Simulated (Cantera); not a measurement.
Cantera run:

```python
import numpy as np
import cantera as ct

gas_names = """
    H HO2 H2 H2O H2O2 Nb NbO NbO2 O OH O2 O3
""".split()
cond_names = """
    H2O(s) H2O(L) Nb(cr) Nb(L) NbO(s) NbO(L) NbO2(I) NbO2(II) NbO2(III) NbO2(L) Nb2O5(s) Nb2O5(L)
""".split()


# ... load() reads the species with a 1 bar reference pressure and builds the phases ...
atoms = {
    'Nb2O5': {'Nb': 2, 'O': 5},
    'H2': {'H': 2},
    'H2O': {'H': 2, 'O': 1},
}
top_T = {}  # K; cautious upper limits of use, not melting points


# ... equilibrate(T, P, feed) seeds the gas with the atoms and calls Mixture.equilibrate('TP', solver="vcs", rtol=1e-11, max_steps=5000) ...
results = []
feed = {'Nb2O5': 1, 'H2': 5.8, 'H2O': 4.6}  # mol
P = 133.322  # Pa
for T in [948, 1048, 1148, 1248, 1348, 1448, 1548, 1648, 1748, 1848, 1948, 2048, 2148]:
    mix = equilibrate(T, P, feed)
    results.append((T, P, feed, dict(zip(mix.species_names, mix.species_moles))))

top = {s: max(r[3][s] / sum(r[3][g] for g in gas_names) for r in results) for s in gas_names}
cols = sorted((s for s in top if top[s] > 1e-06), key=lambda s: -top[s])[:9]
seen = [c for c in cond_names if any(r[3].get(c, 0) > 1e-12 for r in results)]
print("log10 of partial pressures in bar; condensed amounts in mol")
print(f"{'T/K':>10s}" + "".join(f"{s[:9]:>10s}" for s in cols + seen))
for T, P, feed, n in results:
    ng = sum(n[g] for g in gas_names)
    print(f"{T:10.4g}" + "".join(f"{np.log10(max(n[s] / ng * P / 1e5, 1e-99)):10.3f}" for s in cols)
          + "".join(f"{n.get(c, 0):10.4g}" for c in seen))
```

It prints:

```
log10 of partial pressures in bar; condensed amounts in mol
       T/K        H2       H2O         H      NbO2        OH         O        O2       NbO  Nb2O5(s)  Nb2O5(L)
       948    -3.129    -3.229   -10.845   -22.977   -13.785   -21.396   -21.738   -30.505         1         0
      1048    -3.129    -3.229    -9.676   -19.761   -12.279   -18.765   -19.132   -26.500         1         0
      1148    -3.129    -3.229    -8.709   -17.116   -11.034   -16.588   -16.975   -23.208         1         0
      1248    -3.129    -3.229    -7.895   -14.906    -9.986   -14.756   -15.159   -20.455         1         0
      1348    -3.129    -3.229    -7.200   -13.031    -9.094   -13.194   -13.610   -18.122         1         0
      1448    -3.129    -3.229    -6.600   -11.423    -8.324   -11.846   -12.273   -16.119         1         0
      1548    -3.129    -3.230    -6.076   -10.028    -7.653   -10.671   -11.107   -14.383         1         0
      1648    -3.130    -3.230    -5.615    -8.808    -7.063    -9.637   -10.080   -12.864         1         0
      1748    -3.132    -3.231    -5.207    -7.733    -6.540    -8.719    -9.169   -11.525    0.9999         0
      1848    -3.135    -3.232    -4.843    -6.832    -6.074    -7.899    -8.353   -10.391         0    0.9994
      1948    -3.143    -3.236    -4.518    -6.061    -5.655    -7.161    -7.617    -9.413         0    0.9966
      2048    -3.158    -3.244    -4.229    -5.375    -5.278    -6.490    -6.944    -8.544         0    0.9831
      2148    -3.189    -3.260    -3.975    -4.763    -4.935    -5.873    -6.315    -7.777         0    0.9285
```

These are equilibrium values from Cantera (NASA tables, ideal gas, pure condensed phases), not measurements of a reactor. Condensed phases not in the tables: the oxides between NbO2 and Nb2O5.
